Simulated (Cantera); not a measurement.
What does this Cantera script print?

```python
import numpy as np
import cantera as ct

gas = ct.Solution("h2o2.yaml")
gas.TPX = 350, 56000, {'H2': 1, 'O2': 0.685, 'N2': 2.58, 'H2O': 0.81}
flame = ct.FreeFlame(gas, width=0.06)
flame.set_refine_criteria(ratio=3, slope=0.08, curve=0.16)
flame.transport_model = "mixture-averaged"
flame.solve(loglevel=0, auto=True)
flame.transport_model = "multicomponent"
flame.soret_enabled = True
flame.solve(loglevel=0, refine_grid=True)
z, T = flame.grid, flame.T
thick = (T[-1] - T[0]) / np.gradient(T, z).max()
show = ['H2', 'O2', 'H2O', 'H', 'O', 'H2O2']
print(f"laminar burning velocity  {flame.velocity[0] * 100:.3f} cm/s")
print(f"burnt temperature         {T[-1]:.1f} K")
print(f"thermal thickness         {thick * 1e3:.4f} mm")
print(f"grid points               {len(z)}")
z0 = z[flame.heat_release_rate.argmax()]
print(f"{'z/mm':>9s}{'T/K':>9s}{'u/(m/s)':>9s}" + "".join(f"{s:>11s}" for s in show))
rows = []
for k in (-3, -2, -1.5, -1, -0.5, -0.25, 0, 0.25, 0.5, 1, 2, 4, 8):
    zz = z0 + k * thick
    rows.append([k * thick, np.interp(zz, z, T), np.interp(zz, z, flame.velocity),
                 *(np.interp(zz, z, flame.X[gas.species_index(s)]) for s in show)])
    print(f"{rows[-1][0] * 1e3:9.3f}{rows[-1][1]:9.1f}{rows[-1][2]:9.3f}" + "".join(f"{x:11.3e}" for x in rows[-1][3:]))
```

Output:

```
laminar burning velocity  82.014 cm/s
burnt temperature         1745.7 K
thermal thickness         0.7639 mm
grid points               109
     z/mm      T/K  u/(m/s)         H2         O2        H2O          H          O       H2O2
   -2.292    350.0    0.820  1.965e-01  1.351e-01  1.597e-01  4.918e-15  3.271e-11  6.820e-10
   -1.528    350.2    0.818  1.940e-01  1.355e-01  1.602e-01  1.128e-13  6.757e-10  2.567e-08
   -1.146    350.8    0.815  1.895e-01  1.363e-01  1.612e-01  6.723e-13  2.842e-09  1.425e-07
   -0.764    356.8    0.815  1.735e-01  1.389e-01  1.646e-01  6.213e-11  2.696e-08  2.339e-06
   -0.382    466.7    1.016  1.252e-01  1.425e-01  1.823e-01  3.786e-06  2.643e-06  5.768e-05
   -0.191    747.5    1.600  9.271e-02  1.288e-01  2.192e-01  6.019e-04  1.076e-04  6.110e-05
    0.000   1073.0    2.284  5.798e-02  1.014e-01  2.748e-01  3.922e-03  1.076e-03  1.503e-05
    0.191   1297.4    2.761  3.009e-02  7.412e-02  3.228e-01  7.175e-03  2.639e-03  5.370e-06
    0.382   1427.2    3.036  1.684e-02  5.948e-02  3.476e-01  7.199e-03  3.189e-03  3.558e-06
    0.764   1555.0    3.300  9.596e-03  5.098e-02  3.642e-01  4.428e-03  2.618e-03  1.791e-06
    1.528   1650.8    3.491  5.490e-03  4.746e-02  3.747e-01  1.712e-03  1.450e-03  8.498e-07
    3.056   1706.7    3.600  2.422e-03  4.583e-02  3.816e-01  4.576e-04  6.099e-04  4.263e-07
    6.111   1732.2    3.648  8.372e-04  4.537e-02  3.852e-01  9.040e-05  2.086e-04  2.052e-07
```

Cantera simulation using the H2/O2 subset of GRI-Mech 3.0, which has no nitrogen chemistry; the numbers are that mechanism's predictions, not measurements. Burning velocities carry a grid error of a few per cent, more on coarse grids.
